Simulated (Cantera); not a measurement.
What does this Cantera script print?

```python
import numpy as np
import cantera as ct

gas_names = """
    H H2 N NH NH2 NH3 N2 N2H2 N2H4
""".split()
cond_names = """

""".split()


# ... load() reads the species with a 1 bar reference pressure and builds the phases ...
atoms = {
    'NH3': {'N': 1, 'H': 3},
    'H2': {'H': 2},
    'N2': {'N': 2},
}
top_T = {}  # K; cautious upper limits of use, not melting points


# ... equilibrate(T, P, feed) seeds the gas with the atoms and calls Mixture.equilibrate('TP', solver="vcs", rtol=1e-11, max_steps=5000) ...
results = []
feed = {'NH3': 1, 'H2': 0.054, 'N2': 3}  # mol
P = 25  # Pa
for T in [575, 775, 975, 1175, 1375, 1575, 1775, 1975, 2175, 2375, 2575, 2775]:
    mix = equilibrate(T, P, feed)
    results.append((T, P, feed, dict(zip(mix.species_names, mix.species_moles))))

top = {s: max(r[3][s] / sum(r[3][g] for g in gas_names) for r in results) for s in gas_names}
cols = sorted((s for s in top if top[s] > 1e-05), key=lambda s: -top[s])[:7]
seen = [c for c in cond_names if any(r[3].get(c, 0) > 1e-12 for r in results)]
print("log10 of partial pressures in bar; condensed amounts in mol")
print(f"{'T/K':>10s}" + "".join(f"{s[:9]:>10s}" for s in cols + seen))
for T, P, feed, n in results:
    ng = sum(n[g] for g in gas_names)
    print(f"{T:10.4g}" + "".join(f"{np.log10(max(n[s] / ng * P / 1e5, 1e-99)):10.3f}" for s in cols)
          + "".join(f"{n.get(c, 0):10.4g}" for c in seen))
```

Output:

```
log10 of partial pressures in bar; condensed amounts in mol
       T/K        N2         H        H2         N
       575    -3.762   -19.224    -4.114   -41.760
       775    -3.762   -14.061    -4.114   -30.628
       975    -3.762   -10.999    -4.114   -24.048
      1175    -3.762    -8.969    -4.114   -19.700
      1375    -3.762    -7.522    -4.114   -16.611
      1575    -3.762    -6.439    -4.116   -14.304
      1775    -3.764    -5.600    -4.124   -12.515
      1975    -3.772    -4.943    -4.159   -11.089
      2175    -3.794    -4.447    -4.271    -9.932
      2375    -3.832    -4.127    -4.552    -8.979
      2575    -3.863    -3.984    -5.046    -8.173
      2775    -3.874    -3.943    -5.635    -7.474
```

Equilibrium computed with Cantera from the NASA thermochemical tables; the gas is ideal and each condensed phase is pure.
